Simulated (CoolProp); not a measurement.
Computed with CoolProp (reference Helmholtz-energy equation of state, Thol 2015).

Q: Give the vapour pressure (MPa), liquid density (kg/m³), vapour density (kg/m³), liquid cp (kJ/(kg K)) of saturated 1,2-dichloroethane at 60.35, 131.85, 179.55 °C.

A: 
```tsv
T (°C)	p (MPa)	liquid density (kg/m³)	vapour density (kg/m³)	liquid cp (kJ/(kg K))
60.35	0.0462	1190	1.68	1.34
131.85	0.376	1070	12.0	1.44
179.55	1.01	981	31.4	1.54
```
